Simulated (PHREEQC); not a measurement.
Consider water at 5 °C with 10 mmol/kgw H2SO4, 3.6 mmol/kgw K2SO4 and 190 mmol/kgw KH2PO4. Closed to the air; pH follows from the charge balance.

Model: ion-association model, phreeqc.dat, run in PHREEQC.

```tsv
quantity	before	after
pH	2.89	2.95
H3PO4 (mol/kgw)	0.0181	0.00847
SO4-2 (mol/kgw)	0.0104	0.00563
KSO4- (mol/kgw)	0.00280	0.000973
```

Problem. Name the change that produced these shifts.
(A) K2SO4 from 0.0036 to 0.00396 mol/kgw
(B) temperature from 5 to 70 °C
(C) KH2PO4 from 0.19 to 0.038 mol/kgw
(D) K2SO4 replaced by K2SiO3 at the same molality
(E) diluted 2-fold with water

Solution. E, diluted 2-fold with water

No solid was allowed to form. Away from 25 °C the constants follow the database's enthalpies or fits; those with neither stay at their 25 °C values.
